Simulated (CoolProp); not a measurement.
R143a along the isobar 4.97 MPa: fugacity coefficient from the reference equation and from simpler models built on Tc = 345.9 K, pc = 3.762 MPa, ω = 0.261; each cubic takes its own stable root.

The numbers come from the reference Helmholtz-energy equation of state, Lemmon and Jacobsen 2000 in CoolProp.

```json
[
 {"T (K)": "174.7", "phase": "liquid", "reference": "0.0009507", "van der Waals": "0.03180", "Soave-Redlich-Kwong": "0.0009339"},
 {"T (K)": "192", "phase": "liquid", "reference": "[?]", "van der Waals": "0.05531", "Soave-Redlich-Kwong": "0.003554"},
 {"T (K)": "209.4", "phase": "liquid", "reference": "0.01025", "van der Waals": "0.08765", "Soave-Redlich-Kwong": "0.01048"},
 {"T (K)": "226.8", "phase": "liquid", "reference": "0.02434", "van der Waals": "0.1289", "Soave-Redlich-Kwong": "0.02528"},
 {"T (K)": "244.2", "phase": "liquid", "reference": "0.04958", "van der Waals": "0.1787", "Soave-Redlich-Kwong": "0.05219"},
 {"T (K)": "261.6", "phase": "liquid", "reference": "0.08952", "van der Waals": "0.2361", "Soave-Redlich-Kwong": "0.09517"},
 {"T (K)": "279", "phase": "liquid", "reference": "0.1467", "van der Waals": "0.3000", "Soave-Redlich-Kwong": "[?]"},
 {"T (K)": "296.4", "phase": "liquid", "reference": "0.2220", "van der Waals": "0.3687", "Soave-Redlich-Kwong": "0.2381"},
 {"T (K)": "313.8", "phase": "liquid", "reference": "0.3143", "van der Waals": "0.4406", "Soave-Redlich-Kwong": "0.3365"},
 {"T (K)": "331.2", "phase": "liquid", "reference": "0.4199", "van der Waals": "[?]", "Soave-Redlich-Kwong": "0.4469"}
]
```

**Question.** Complete the blanks.

**Answer.** 
- 192, reference: 0.003543
- 279, Soave-Redlich-Kwong: 0.1569
- 331.2, van der Waals: 0.5133
